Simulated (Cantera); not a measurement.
Charge: 1 mol Si₂H₆, 0.47 mol O₃, equilibrated at 1825 K and 16.0 Pa.

Cantera equilibrium calculation (NASA polynomials, part measured and part estimated; ideal gas, pure solids and liquids). Candidate condensed phases: H₂O, Si, SiO₂; 18 gas species. The feed counts by its element totals alone. Gases not in the tables: Si₂H₆ and higher silanes. The numbers say what is thermodynamically allowed, not how fast it happens.

### Question
What is the equilibrium state?

### Answer
```
Property        Value
----------  ---------
x(H₂)           0.637
x(SiO)          0.306
x(Si)          0.0284
x(H)           0.0278
x(SiH)       0.000305
x(Si₂)       0.000185
x(Si₃)        4.34e-5
x(SiH₂)       2.27e-5
n(Si(l))    0.455 mol
gas amount  4.607 mol
```
